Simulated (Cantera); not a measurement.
Charge: 1 mol Si, 0.57 mol Cl2, 4.4 mol H2, equilibrated at 950 K and 4.00 bar.

Equilibrium computed with Cantera from the NASA thermochemical tables; the gas is ideal and each condensed phase is pure. Candidate condensed phases: Si; 19 gas species. The tables' values for SiCl3 are old estimates; treat these amounts as uncertain. Kinetics and transport are ignored.

Base state: H2 0.925, SiHCl3 0.0346, SiCl4 0.0324, HCl 0.00397, SiH2Cl2 0.00375, SiCl3 0.000159, SiH3Cl 0.000102, SiCl2 2.61e-5 (mole fractions); condensed: Si(s).

Task: What changes in the equilibrium state with this change: temperature from 950 K to 1100 K?

Result: 
```json
[
 {"species": "H2", "before": "0.925", "after": "0.918"},
 {"species": "SiHCl3", "before": "0.0346", "after": "0.0319"},
 {"species": "SiCl4", "before": "0.0324", "after": "0.0311"},
 {"species": "HCl", "before": "0.00397", "after": "0.0132"},
 {"species": "SiCl2", "before": "2.61e-5", "after": "0.000387"},
 {"species": "SiCl3", "before": "0.000159", "after": "0.000930"},
 {"species": "SiH3Cl", "before": "0.000102", "after": "0.000128"},
 {"species": "Si(s), mol", "before": "0.670", "after": "0.682"}
]
```

Task: What changes in the equilibrium state with this change: pressure from 4.00 bar to 12.0 bar?

Result: 
```tsv
species	before	after
H2	0.925	0.923
SiHCl3	0.0346	0.0403
SiCl4	0.0324	0.0275
SiH2Cl2	0.00375	0.00598
SiH3Cl	0.000102	0.000222
SiCl2	2.61e-5	1.39e-5
SiCl3	0.000159	0.000107
Si(s), mol	0.670	0.657
```

Task: What changes in the equilibrium state with this change: 1.5 mol N2 added?

Result: 
| species | before | after |
|---|---|---|
| H2 | 0.925 | 0.670 |
| HCl | 0.00397 | 0.178 |
| N2 | 0 | 0.147 |
| SiHCl3 | 0.0346 | 8.15e-5 |
| SiCl4 | 0.0324 | 0.00472 |
| NH3 | 0 | 0.000693 |
| SiH3Cl | 0.000102 | <1e-9 |
| SiH2Cl2 | 0.00375 | 1.43e-7 |
| SiCl2 | 2.61e-5 | 1.37e-9 |
| Si(s), mol | 0.670 | 0 |
| Si3N4(s), mol | 0 | 0.324 |
N2 is the only nitrogen source here; it is nearly inert below about 1500 K, so the nitride shown seldom forms there in practice. Further candidate phases: NH4Cl, Si3N4.
